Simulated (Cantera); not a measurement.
Charge: 1 mol CO2, 3 mol O2, 0.86 mol N2, at 90000 Torr.

These are equilibrium values from Cantera (NASA tables, ideal gas, pure condensed phases), not measurements of a reactor. Candidate condensed phases: C; 24 gas species. The ideal-gas law is rough above about 30 bar. Kinetics and transport are ignored. All values below are at 1848 K.

Base state: O2 0.615, CO2 0.206, N2 0.175, NO 0.00393, NO2 0.000168, O 1.36e-5 (mole fractions); condensed: gas only.

Problem. What changes in the equilibrium state with this change: N2 from 0.86 to 0.17 mol?

Solution. 
```json
[
 {"species": "O2", "before": "0.615", "after": "0.718"},
 {"species": "CO2", "before": "0.206", "after": "0.240"},
 {"species": "N2", "before": "0.175", "after": "0.0397"},
 {"species": "NO", "before": "0.00393", "after": "0.00202"},
 {"species": "NO2", "before": "0.000168", "after": "9.37e-5"},
 {"species": "O", "before": "1.36e-5", "after": "1.47e-5"}
]
```
